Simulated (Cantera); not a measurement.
## Chlorosilane synthesis and conversion: SiCl4 + H2

A closed system holds: 1 mol SiCl4, 0.32 mol H2, equilibrated at 3.50 bar.

Method: chemical equilibrium by Gibbs-energy minimisation in Cantera with the NASA 1993 tables (ideal gas, pure condensed phases). Candidate condensed phases: Si; 19 gas species. The tables' values for SiCl3 are old estimates; treat these amounts as uncertain. Kinetics and transport are ignored.

From 477 °C to 827 °C nothing is condensed. The main Si-bearing gas is SiCl4 throughout.

```
T (°C)  x SiCl4   x H2    x HCl  x SiHCl3   x SiCl3  x SiH2Cl2
------  -------  -----  -------  --------  --------  ---------
477       0.749  0.234  0.00890   0.00889   2.32e-6    7.74e-6
527       0.745  0.230   0.0125    0.0124   9.59e-6    1.67e-5
577       0.741  0.226   0.0167    0.0166   3.34e-5    3.27e-5
627       0.736  0.221   0.0216    0.0214  0.000101    5.89e-5
677       0.730  0.215   0.0271    0.0266  0.000271    9.85e-5
727       0.724  0.209   0.0332    0.0322  0.000654   0.000154
777       0.717  0.203   0.0399    0.0379   0.00144   0.000228
827       0.710  0.196   0.0473    0.0434   0.00293   0.000318
```
x: gas mole fraction; nothing condenses.
